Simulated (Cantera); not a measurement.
An adiabatic, constant-volume homogeneous reactor starts with CH₄ : O₂ : N₂ = 1 : 1.05 : 3.96 (molar parts), equivalence ratio 1.9, at 1173 K and 10.0 bar. Integrator tolerance rtol = 1e-08.

Cantera simulation using GRI-Mech 3.0 (53 species, 325 reactions); the numbers are that mechanism's predictions, not measurements.

What does this change do: initial temperature 1173 to 1400 K?


| quantity | before | after |
|---|---|---|
| time of steepest temperature rise | 8.90 ms | 0.643 ms |
| temperature at 0.700 s | 2644 K | 2820 K |
| equilibrium temperature | 2644 K | 2820 K |
| x(CH₄) at 0.700 s | 3.55e-9 (gas-phase equilibrium 3.96e-9) | 1.52e-9 (gas-phase equilibrium 1.70e-9) |
| x(O₂) at 0.700 s | 4.63e-6 (gas-phase equilibrium 4.63e-6) | 2.19e-5 (gas-phase equilibrium 2.19e-5) |
| x(HCO) at 0.700 s | 1.31e-6 (gas-phase equilibrium 1.31e-6) | 1.90e-6 (gas-phase equilibrium 1.90e-6) |
| x(CO) at 0.700 s | 0.125 (gas-phase equilibrium 0.125) | 0.126 (gas-phase equilibrium 0.126) |
| x(O) at 0.700 s | 1.20e-5 (gas-phase equilibrium 1.20e-5) | 5.72e-5 (gas-phase equilibrium 5.72e-5) |
| x(H₂O) at 0.700 s | 0.139 (gas-phase equilibrium 0.139) | 0.138 (gas-phase equilibrium 0.138) |
